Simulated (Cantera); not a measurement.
Input (Python, Cantera):

```python
import numpy as np
import cantera as ct

gas = ct.Solution("gri30.yaml")
gas.TPX = 1148, 13332, {'N2O': 1, 'H2': 0.0068, 'N2': 2.4}
inlet = ct.Reservoir(gas, clone=True)

reactor = ct.IdealGasConstPressureReactor(gas, energy="off", clone=False)
exhaust = ct.Reservoir(gas, clone=True)
tau = [2.3, 1.1, 0.51, 0.24, 0.11, 0.054, 0.026, 0.012, 0.0057, 0.0027][0]
for a, b in ((inlet, reactor), (reactor, exhaust)):
    ct.MassFlowController(a, b, mdot=lambda t: reactor.mass / tau)
net = ct.ReactorNet([reactor])
show = ['N2O', 'H2', 'H', 'H2O', 'H2O2', 'NO']

rows = []
print(f"{'tau/s':>10s}{'T/K':>9s}" + "".join(f"{s:>11s}" for s in show))
for tau in [2.3, 1.1, 0.51, 0.24, 0.11, 0.054, 0.026, 0.012, 0.0057, 0.0027]:
    net.initial_time = 0.0
    net.advance(30 * tau)
    before = gas.X
    net.advance(40 * tau)
    drift = np.max(np.abs(gas.X - before) / (gas.X + 1e-9))
    rows.append([gas.T, *gas[show].X, drift])
    print(f"{tau:10.3e}{gas.T:9.1f}" + "".join(f"{x:11.3e}" for x in gas[show].X))
```

It prints:

```
     tau/s      T/K        N2O         H2          H        H2O       H2O2         NO
 2.300e+00   1148.0  2.707e-01  7.060e-05  1.955e-08  1.905e-03  7.123e-10  1.435e-03
 1.100e+00   1148.0  2.812e-01  1.279e-04  3.956e-08  1.857e-03  1.124e-09  7.100e-04
 5.100e-01   1148.0  2.868e-01  2.329e-04  8.204e-08  1.756e-03  2.284e-09  3.339e-04
 2.400e-01   1148.0  2.896e-01  4.081e-04  1.601e-07  1.583e-03  5.280e-09  1.585e-04
 1.100e-01   1148.0  2.911e-01  6.868e-04  2.916e-07  1.304e-03  1.099e-08  7.449e-05
 5.400e-02   1148.0  2.920e-01  1.014e-03  4.473e-07  9.770e-04  1.583e-08  3.888e-05
 2.600e-02   1148.0  2.927e-01  1.371e-03  5.919e-07  6.205e-04  1.673e-08  2.073e-05
 1.200e-02   1148.0  2.931e-01  1.686e-03  6.344e-07  3.057e-04  1.264e-08  1.055e-05
 5.700e-03   1148.0  2.934e-01  1.872e-03  5.292e-07  1.202e-04  6.006e-09  5.045e-06
 2.700e-03   1148.0  2.935e-01  1.957e-03  3.506e-07  3.714e-05  1.397e-09  2.138e-06
```

Cantera simulation using GRI-Mech 3.0 (53 species, 325 reactions); the numbers are that mechanism's predictions, not measurements. GRI-Mech 3.0 was tuned for natural gas; its chemistry of N2O as a main component is partial and can be far from experiment. The mechanism lacks the step 2 NO + O2 → 2 NO2, which can matter for NO2 below about 1400 K. The temperature is held fixed by assumption; the heat of reaction is taken as removed at once.
